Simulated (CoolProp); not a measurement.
The numbers come from the reference Helmholtz-energy equation of state, Lemmon 2006 in CoolProp. It is a short technical equation, of lower accuracy than the large ones.

Question: For CH3F (R41), give the phase and the Z, speed of sound (m/s) at 203.8 K and 68.1 bar.

Answer: 
- 203.8 K and 68.1 bar: liquid; Z 0.157, speed of sound 1080
